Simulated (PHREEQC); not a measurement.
Consider water at 25 °C with 0.0017 mol H2S and 0.0013 mol ZnCl2 per kg of water. Closed to the air; pH follows from the charge balance.

Model: ion-association model, phreeqc.dat, run in PHREEQC.

```json
[
 {"quantity": "pH", "before": "2.91", "after": "2.62"},
 {"quantity": "ionic strength (mol/kgw)", "before": "0.00325", "after": "0.00262"},
 {"quantity": "H2S (mol/kgw)", "before": "0.000407", "after": "0.00595"},
 {"quantity": "HS- (mol/kgw)", "before": "4.07e-8", "after": "2.97e-7"}
]
```

Q: Which change was made?
A) H2S from 0.0017 to 0.0085 mol/kgw
B) ZnCl2 left out
C) temperature from 25 to 35 °C
D) diluted 5-fold with water

A: A, H2S from 0.0017 to 0.0085 mol/kgw

This is a speciation only: nothing precipitates in the calculation. Some of these states are supersaturated (in Sphalerite (slow to form), for instance).
